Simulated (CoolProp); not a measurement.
Saturation properties of R134a (Tc = 374.2 K, pc = 4.059 MPa, ω = 0.327).

Values from CoolProp's reference Helmholtz-energy equation of state, Tillner-Roth 1994.

```
T (K)  p (MPa)  enthalpy of vaporisation (kJ/kg)  liquid cp (kJ/(kg K))  vapour Z  surface tension (mN/m)  liquid conductivity (mW/(m K))
-----  -------  --------------------------------  ---------------------  --------  ----------------------  ------------------------------
289.4   0.5083                             185.5                  1.391    0.8720                    9.19                            84.9
299.5   0.6925                             176.5                  1.430    0.8424                    7.85                            80.6
309.5   0.9207                             166.8                  1.478    0.8088                    6.57                            76.3
319.6    1.204                             155.9                  1.540    0.7701                    5.32                            72.0
329.6    1.545                             143.8                  1.623    0.7261                    4.14                            67.6
339.6    1.954                             129.9                  1.745    0.6752                    3.02                            63.3
349.7    2.445                             113.1                  1.953    0.6140                    1.97                            58.7
359.7    3.022                             91.77                  2.413    0.5380                    1.03                            54.2
```

It boils at 247.1 K under 1 atm.

Thermal conductivity comes from a separate model (McLinden 2000), an estimate that may be off by 10 % or more. Surface tension comes from a separate correlation (Mulero 2012).
